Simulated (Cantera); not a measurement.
## Reactions in the system N-O-Si

Source: NASA polynomial tables (part measured, part estimated), evaluated in Cantera. Values are per mole of reaction as written; species without (g) are pure solids or liquids, kept so even where they would boil at 1 bar.

2 SiO(g) + N2(g) = 2 NO(g) + 2 Si

| T (K) | ΔH° (kJ) | ΔS° (J/K) | ΔG° (kJ) | log10 K |
|---|---|---|---|---|
| 1723 | 507.8 | -68.9 | 626.5 | -18.99 |
| 1773 | 508.7 | -68.4 | 630.0 | -18.56 |
| 1823 | 509.6 | -67.9 | 633.4 | -18.15 |
| 1873 | 510.4 | -67.4 | 636.8 | -17.76 |
| 1923 | 511.3 | -67.0 | 640.1 | -17.39 |
| 1973 | 512.2 | -66.6 | 643.5 | -17.04 |
| 2023 | 513.0 | -66.1 | 646.8 | -16.70 |
| 2073 | 513.9 | -65.7 | 650.1 | -16.38 |
